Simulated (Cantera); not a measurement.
Cantera run:

```python
import numpy as np
import cantera as ct

gas_names = """
    AL ALC ALN AL2 C CN C2 CCN CNC C2N2 C3 C4 C4N2 C5 N N2
""".split()
cond_names = """
    AL(cr) AL(L) ALN(s) C(gr)
""".split()


# ... load() reads the species with a 1 bar reference pressure and builds the phases ...
atoms = {
    'AlN': {'AL': 1, 'N': 1},
    'C': {'C': 1},
    'N2': {'N': 2},
}
top_T = {'ALN(s)': 2750, 'C(gr)': 4500}  # K; cautious upper limits of use, not melting points


# ... equilibrate(T, P, feed) seeds the gas with the atoms and calls Mixture.equilibrate('TP', solver="vcs", rtol=1e-11, max_steps=5000) ...
results = []
feed = {'AlN': 1, 'C': 0.17, 'N2': 0.15}  # mol
T = 1998  # K
P = 760  # Pa
mix = equilibrate(T, P, feed)
results.append((T, P, feed, dict(zip(mix.species_names, mix.species_moles))))
print(gas.report(threshold=0.001))
for i in range(1, mix.n_phases):
    print(f"{mix.phase(i).name:16s} {mix.phase_moles(i):12.5e} mol")
```

Result:

```
       temperature   1998 K
          pressure   760 Pa
           density   0.0012802 kg/m^3
  mean mol. weight   27.983 kg/kmol
   phase of matter   gas

                          1 kg             1 kmol
                     ---------------   ---------------
          enthalpy        2.3366e+06        6.5385e+07  J
   internal energy        1.7429e+06        4.8772e+07  J
           entropy             10444        2.9227e+05  J/K
    Gibbs function       -1.8532e+07       -5.1856e+08  J
 heat capacity c_p            1270.3             35545  J/K
 heat capacity c_v            973.13             27231  J/K

                      mass frac. Y      mole frac. X     chem. pot. / RT
                     ---------------   ---------------   ---------------
                AL          0.029194          0.030278           -10.976
                N2           0.97079           0.96971           -31.848
     [  +14 minor]        1.3164e-05        1.0119e-05

AL(L)             0.00000e+00 mol
ALN(s)            9.95242e-01 mol
C(gr)             1.69998e-01 mol
```

Equilibrium computed with Cantera from the NASA thermochemical tables; the gas is ideal and each condensed phase is pure.
